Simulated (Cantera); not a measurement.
A closed system holds: 1 mol SiH2Cl2, 0.078 mol CH4, 230 mol H2, equilibrated at 0.0133 bar.

Method: chemical equilibrium by Gibbs-energy minimisation in Cantera with the NASA 1993 tables (ideal gas, pure condensed phases). Candidate condensed phases: C, C6H6, C7H8, C8H18, Si, SiC; 109 gas species. Mutual solubility and eutectic melting of coexisting phases are not modelled. The tables' values for SiCl are old estimates; treat these amounts as uncertain. Gases not in the tables: Si2H6 and higher silanes. The numbers say what is thermodynamically allowed, not how fast it happens.

x: gas mole fraction; n: condensed amount in mol.

```json
[
 {"T (K)": "1975", "x H2": "0.977", "x H": "0.0117", "x HCl": "0.00806", "x Si": "0.00242", "n Si(l)": "0.202", "n SiC(s)": "0.0631"},
 {"T (K)": "2000", "x H2": "0.974", "x H": "(withheld)", "x HCl": "0.00804", "x Si": "0.00318", "n Si(l)": "0", "n SiC(s)": "(withheld)"},
 {"T (K)": "2025", "x H2": "0.971", "x H": "0.0164", "x HCl": "0.00810", "x Si": "0.00325", "n Si(l)": "0", "n SiC(s)": "0.0515"},
 {"T (K)": "2050", "x H2": "0.968", "x H": "0.0193", "x HCl": "0.00813", "x Si": "0.00332", "n Si(l)": "0", "n SiC(s)": "0.0441"},
 {"T (K)": "2075", "x H2": "0.965", "x H": "0.0227", "x HCl": "0.00814", "x Si": "0.00339", "n Si(l)": "0", "n SiC(s)": "0.0309"},
 {"T (K)": "2100", "x H2": "0.961", "x H": "0.0265", "x HCl": "0.00814", "x Si": "0.00349", "n Si(l)": "0", "n SiC(s)": "0.00579"},
 {"T (K)": "2125", "x H2": "0.957", "x H": "(withheld)", "x HCl": "0.00812", "x Si": "0.00358", "n Si(l)": "0", "n SiC(s)": "0"},
 {"T (K)": "2150", "x H2": "0.952", "x H": "0.0356", "x HCl": "0.00809", "x Si": "0.00365", "n Si(l)": "0", "n SiC(s)": "0"},
 {"T (K)": "2175", "x H2": "0.946", "x H": "0.0411", "x HCl": "0.00805", "x Si": "0.00370", "n Si(l)": "0", "n SiC(s)": "0"},
 {"T (K)": "2200", "x H2": "0.940", "x H": "0.0473", "x HCl": "0.00800", "x Si": "0.00375", "n Si(l)": "0", "n SiC(s)": "0"},
 {"T (K)": "2225", "x H2": "0.933", "x H": "0.0542", "x HCl": "0.00794", "x Si": "0.00378", "n Si(l)": "0", "n SiC(s)": "0"},
 {"T (K)": "2250", "x H2": "0.926", "x H": "0.0619", "x HCl": "0.00787", "x Si": "0.00381", "n Si(l)": "0", "n SiC(s)": "0"},
 {"T (K)": "2275", "x H2": "0.917", "x H": "0.0704", "x HCl": "0.00779", "x Si": "0.00382", "n Si(l)": "0", "n SiC(s)": "0"}
]
```

Fill in the missing entries.


- 2000, x H: 0.0139
- 2000, n SiC(s): 0.0562
- 2125, x H: 0.0308
